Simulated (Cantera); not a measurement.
Input (Python, Cantera):

```python
import numpy as np
import cantera as ct

gas = ct.Solution("h2o2.yaml")
gas.TPX = 1325, 160, {'H2': 0.097, 'O2': 1, 'H2O': 0.0053}
reactor = ct.IdealGasConstPressureReactor(gas, energy="off", clone=False)
net = ct.ReactorNet([reactor])
net.rtol, net.atol = 1e-08, 1e-18
show = ['H2', 'O2', 'O', 'H2O2', 'OH', 'HO2', 'H']
times = np.geomspace(0.0002, 200, 11)

steps = ct.SolutionArray(gas, extra=["t"])
rows = []
print(f"{'t/s':>10s}{'T/K':>9s}{'P/Pa':>11s}" + "".join(f"{s:>11s}" for s in show))
for t in times:
    while net.time < t:
        t_next = net.step()
        steps.append(gas.state, t=t_next)
    rows.append([np.interp(t, steps.t, y) for y in (steps.T, steps.P, *steps(*show).X.T)])
    print(f"{t:10.3e}{rows[-1][0]:9.1f}{rows[-1][1]:11.4g}" + "".join(f"{x:11.3e}" for x in rows[-1][2:]))
rate = np.gradient(steps.T, steps.t)
print("integrator steps:", len(steps.t))
if steps.T.max() > steps.T[0] + 200:
    print(f"time of steepest temperature rise: {steps.t[rate.argmax()]:.4e} s")
gas.TPX = 1325, 160, {'H2': 0.097, 'O2': 1, 'H2O': 0.0053}
gas.equilibrate("TP")
print(f"equilibrium (TP): T = {gas.T:.1f} K  " + "  ".join(f"{s} {gas[s].X[0]:.3e}" for s in show))
```

It prints:

```
       t/s      T/K       P/Pa         H2         O2          O       H2O2         OH        HO2          H
 2.000e-04   1325.0        160  8.800e-02  9.072e-01  4.860e-09  3.480e-12  4.468e-09  1.495e-08  1.134e-08
 7.962e-04   1325.0        160  8.800e-02  9.072e-01  6.011e-08  5.457e-11  4.792e-08  5.948e-08  5.259e-08
 3.170e-03   1325.0        160  8.798e-02  9.072e-01  5.418e-06  8.289e-10  4.063e-06  2.363e-07  3.710e-06
 1.262e-02   1325.0        160  3.652e-03  8.420e-01  5.104e-02  1.890e-08  9.208e-03  4.802e-07  1.901e-02
 5.024e-02   1325.0        160  2.438e-03  8.405e-01  5.396e-02  1.517e-08  8.047e-03  4.638e-07  1.725e-02
 2.000e-01   1325.0        160  2.316e-03  8.443e-01  5.068e-02  1.529e-08  7.861e-03  4.621e-07  1.575e-02
 7.962e-01   1325.0        160  1.880e-03  8.571e-01  3.970e-02  1.553e-08  7.134e-03  4.502e-07  1.103e-02
 3.170e+00   1325.0        160  8.513e-04  8.832e-01  1.692e-02  1.404e-08  4.873e-03  3.674e-07  3.117e-03
 1.262e+01   1325.0        160  1.231e-04  8.997e-01  2.370e-03  7.054e-09  1.870e-03  1.446e-07  1.644e-04
 5.024e+01   1325.0        160  1.083e-05  9.025e-01  2.070e-04  1.962e-09  5.556e-04  2.837e-08  4.255e-06
 2.000e+02   1325.0        160  1.297e-06  9.028e-01  2.478e-05  5.003e-10  1.924e-04  1.763e-08  1.763e-07
integrator steps: 1487
equilibrium (TP): T = 1325.0 K  H2 3.448e-07  O2 9.029e-01  O 6.586e-06  H2O2 2.441e-10  OH 9.922e-05  HO2 2.780e-08  H 2.417e-08
```

Detailed kinetics in Cantera: the H2/O2 subset of GRI-Mech 3.0, which has no nitrogen chemistry. Radical loss at walls, strong at low pressure, is not modelled. The temperature is held fixed by assumption; the heat of reaction is taken as removed at once.
